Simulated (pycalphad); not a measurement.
Phase fractions of Si-5.653Cu (wt.%)

Computed with pycalphad from the COST 507 light-alloy database (1999), at 1 atm. The data set is of 1999 and partly superseded. Phase fractions are per mole of atoms. Diffusion is slow at the low end, where real alloys seldom reach equilibrium.

| T (°C) | LIQUID | DIAMOND_A4 | CU19SI6_ETA |
|---|---|---|---|
| 1427 | 1.000 | - | - |
| 1352 | 0.233 | 0.767 | - |
| 1277 | 0.117 | 0.883 | - |
| 1202 | 0.079 | 0.921 | - |
| 1127 | 0.060 | 0.940 | - |
| 1052 | 0.050 | 0.950 | - |
| 977 | … | … | - |
| 902 | 0.040 | 0.960 | - |
| 827 | 0.038 | 0.962 | - |
| 752 | - | 0.966 | 0.034 |
| 677 | - | 0.966 | 0.034 |
| 602 | - | 0.966 | 0.034 |
| 527 | - | 0.966 | 0.034 |
| 452 | - | 0.966 | 0.034 |
| 377 | - | 0.966 | 0.034 |
| 302 | - | 0.966 | 0.034 |
| 227 | - | 0.966 | 0.034 |

Problem. Fill in the missing entries.

Solution. 
- 977, LIQUID: 0.044
- 977, DIAMOND_A4: 0.956

Database names, with the compositions (at.%) that they take in these runs: CU19SI6_ETA: Cu 76 Si 24. DIAMOND_A4 is diamond (Si).
